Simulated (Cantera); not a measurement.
Equilibrium for carbon deposition, reforming and gasification: C₃H₆ + H₂

A closed system holds: 1 mol C₃H₆, 5.4 mol H₂, held at 0.000120 bar.

These are equilibrium values from Cantera (NASA tables, ideal gas, pure condensed phases), not measurements of a reactor. Candidate condensed phases: C, C₆H₆, C₇H₈, C₈H₁₈; 76 gas species. Equilibrium is a limit: real reactors are often held back by kinetics, nucleation or transport.

From 2177 °C to 2377 °C the condensed part is C(graphite). From 2427 °C to 2527 °C nothing is condensed. The main C-bearing gas is C₃ throughout.

```json
[
 {"T (°C)": "2177", "x H": "0.803", "x H₂": "0.192", "x C₃": "0.00187", "x C": "0.000688", "x C₂": "0.000171", "x C₂H": "0.000452", "x C₂H₂ (acetylene)": "0.00167", "n C(graphite)": "2.85"},
 {"T (°C)": "2227", "x H": "0.854", "x H₂": "0.138", "x C₃": "0.00414", "x C": "0.00139", "x C₂": "0.000382", "x C₂H": "0.000663", "x C₂H₂ (acetylene)": "0.00150", "n C(graphite)": "2.72"},
 {"T (°C)": "2277", "x H": "0.888", "x H₂": "0.0973", "x C₃": "0.00888", "x C": "0.00272", "x C₂": "0.000826", "x C₂H": "0.000941", "x C₂H₂ (acetylene)": "0.00129", "n C(graphite)": "2.45"},
 {"T (°C)": "2327", "x H": "0.905", "x H₂": "0.0668", "x C₃": "0.0185", "x C": "0.00520", "x C₂": "0.00173", "x C₂H": "0.00129", "x C₂H₂ (acetylene)": "0.00108", "n C(graphite)": "1.88"},
 {"T (°C)": "2377", "x H": "0.902", "x H₂": "0.0445", "x C₃": "0.0373", "x C": "0.00969", "x C₂": "0.00354", "x C₂H": "0.00171", "x C₂H₂ (acetylene)": "0.000872", "n C(graphite)": "0.719"},
 {"T (°C)": "2427", "x H": "0.900", "x H₂": "0.0301", "x C₃": "0.0469", "x C": "0.0152", "x C₂": "0.00521", "x C₂H": "0.00167", "x C₂H₂ (acetylene)": "0.000527", "n C(graphite)": "0"},
 {"T (°C)": "2477", "x H": "0.906", "x H₂": "0.0210", "x C₃": "0.0438", "x C": "0.0213", "x C₂": "0.00625", "x C₂H": "0.00136", "x C₂H₂ (acetylene)": "0.000272", "n C(graphite)": "0"},
 {"T (°C)": "2527", "x H": "0.907", "x H₂": "0.0147", "x C₃": "0.0401", "x C": "0.0293", "x C₂": "0.00733", "x C₂H": "0.00109", "x C₂H₂ (acetylene)": "0.000140", "n C(graphite)": "0"}
]
```
x: gas mole fraction; n: condensed amount in mol.
